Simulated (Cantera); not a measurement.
Input (Python, Cantera) and output of one run.

```python
import numpy as np
import cantera as ct

gas_names = """
    O O2 O3 S SO SO2 SO3 S2 S2O S8
""".split()
cond_names = """
    S(cr1) S(cr2) S(L)
""".split()


# ... load() reads the species with a 1 bar reference pressure and builds the phases ...
atoms = {
    'SO2': {'S': 1, 'O': 2},
    'O2': {'O': 2},
}
top_T = {}  # K; cautious upper limits of use, not melting points


# ... equilibrate(T, P, feed) seeds the gas with the atoms and calls Mixture.equilibrate('TP', solver="vcs", rtol=1e-11, max_steps=5000) ...
results = []
feed = {'SO2': 1, 'O2': 2}  # mol
P = 13332.2  # Pa
for T in [1000, 1150, 1300, 1450, 1600, 1750, 1900, 2050, 2200]:
    mix = equilibrate(T, P, feed)
    results.append((T, P, feed, dict(zip(mix.species_names, mix.species_moles))))

top = {s: max(r[3][s] / sum(r[3][g] for g in gas_names) for r in results) for s in gas_names}
cols = sorted((s for s in top if top[s] > 1e-05), key=lambda s: -top[s])[:8]
seen = [c for c in cond_names if any(r[3].get(c, 0) > 1e-12 for r in results)]
print("log10 of partial pressures in bar; condensed amounts in mol")
print(f"{'T/K':>10s}" + "".join(f"{s[:9]:>10s}" for s in cols + seen))
for T, P, feed, n in results:
    ng = sum(n[g] for g in gas_names)
    print(f"{T:10.4g}" + "".join(f"{np.log10(max(n[s] / ng * P / 1e5, 1e-99)):10.3f}" for s in cols)
          + "".join(f"{n.get(c, 0):10.4g}" for c in seen))
```

It prints:

```
log10 of partial pressures in bar; condensed amounts in mol
       T/K        O2       SO2       SO3         O        SO
      1000    -1.065    -1.511    -1.787   -10.336   -12.696
      1150    -1.055    -1.392    -2.326    -8.608   -10.522
      1300    -1.052    -1.365    -2.805    -7.279    -8.911
      1450    -1.052    -1.357    -3.196    -6.223    -7.649
      1600    -1.051    -1.355    -3.515    -5.364    -6.626
      1750    -1.051    -1.354    -3.779    -4.652    -5.781
      1900    -1.052    -1.353    -4.001    -4.051    -5.070
      2050    -1.052    -1.354    -4.190    -3.538    -4.464
      2200    -1.054    -1.355    -4.354    -3.095    -3.941
```

These are equilibrium values from Cantera (NASA tables, ideal gas, pure condensed phases), not measurements of a reactor.
